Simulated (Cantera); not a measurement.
Feed: 1 mol TEOS, 0.25 mol CO2, 0.13 mol H2, equilibrated at 1125 K and 0.100 bar.

Cantera equilibrium calculation (NASA polynomials, part measured and part estimated; ideal gas, pure solids and liquids). The feed counts by its element totals alone. The numbers say what is thermodynamically allowed, not how fast it happens.

```csv
species,before,after
H2,0.800,1.000
CH4,0.00185,2.99e-6
H2O,0.00101,1.49e-8
CO,0.197,2.40e-9
CO2,0.000227,<1e-9
"C(graphite), mol",5.74,0
"SiO2(β-quartz), mol",1.00,0.250
"Si(s), mol",0,1.50
"SiC(s), mol",0,0.250
```
Gas species are given as mole fractions.

Which change was made?
(A) CO2 from 0.25 to 13 mol
(B) temperature from 1125 K to 1498 K
(C) TEOS replaced by Si2H6
(D) temperature from 1125 K to 1300 K

C, TEOS replaced by Si2H6. Mutual solubility and eutectic melting of coexisting phases are not modelled
